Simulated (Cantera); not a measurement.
An isothermal, constant-pressure homogeneous reactor starts with 2.15 % H₂, 97.8 % O₂, at 1250 K and 0.00610 bar.

Model: GRI-Mech 3.0 (53 species, 325 reactions), integrated in Cantera. Radical loss at walls, strong at low pressure, is not modelled.

x: mole fraction; the columns are a selection and need not sum to one.

```tsv
t (s)	x H₂	x O₂	x OH	x HO₂	x O	x H₂O	x H₂O₂
4.00e-6	0.0215	0.978	2.30e-12	8.78e-11	2.30e-12	<1e-12	<1e-12
3.36e-5	0.0215	0.978	1.41e-10	7.38e-10	1.43e-10	5.35e-12	<1e-12
0.000283	0.0215	0.978	4.65e-9	6.21e-9	5.31e-9	1.70e-9	1.06e-12
0.00238	0.0215	0.978	6.83e-7	5.30e-8	9.44e-7	1.10e-6	7.21e-11
0.0200	0.000180	0.959	0.00188	6.75e-7	0.0173	0.0196	1.66e-8
0.168	___	0.964	___	___	___	0.0201	1.63e-8
1.41	___	0.975	___	___	___	0.0213	___
11.9	1.03e-6	0.978	0.000145	3.16e-8	9.30e-5	0.0217	2.39e-9
100	4.11e-8	0.978	2.90e-5	6.28e-9	3.70e-6	0.0217	2.02e-10
```

Question: What belongs in the gaps?

Answer: 
- 0.168, x H₂: 0.000137
- 0.168, x OH: 0.00165
- 0.168, x HO₂: 6.08e-7
- 0.168, x O: 0.0130
- 1.41, x H₂: 2.97e-5
- 1.41, x OH: 0.000773
- 1.41, x HO₂: 2.95e-7
- 1.41, x O: 0.00271
- 1.41, x H₂O₂: 1.19e-8
